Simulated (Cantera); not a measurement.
**Catalytic combustion on Pt**

An isothermal plug-flow reactor at 1100 K and 500000 Pa (inlet), inlet velocity 0.057 m/s, active area per volume 3000 1/m; feed 0.811 % CH4, 5.01 % O2, 94.2 % N2.

Computed with Cantera and Deutschmann's 1995 Pt surface mechanism with GRI-Mech 3.0 gas chemistry. Catalytic surfaces can have several steady states; this one follows from the mechanism file's or the stated starting coverage. Mass transfer to the wall is taken as infinitely fast.

```tsv
z (m)	x CH4	x O2	x H2O	x CO2	x CO	θ free Pt	θ O*	θ OH*
8.8e-05	0.00430	0.0425	0.00758	0.00378	3.23e-6	0.263	0.734	0.00281
0.00019	0.00197	0.0379	0.0122	0.00608	1.51e-6	0.268	0.729	0.00357
0.00041	0.000333	0.0347	0.0154	0.00769	2.99e-7	0.272	0.724	0.00403
0.00088	6.85e-6	0.0340	0.0161	0.00803	2.93e-8	0.273	0.723	0.00412
0.0019	1.78e-9	0.0339	0.0162	0.00805	8.22e-9	0.273	0.723	0.00413
0.0041	1.09e-10	0.0339	0.0162	0.00807	5.54e-9	0.273	0.723	0.00413
0.0088	3.47e-11	0.0339	0.0162	0.00809	1.92e-9	0.273	0.723	0.00413
```
x: gas mole fraction; θ: surface coverage.
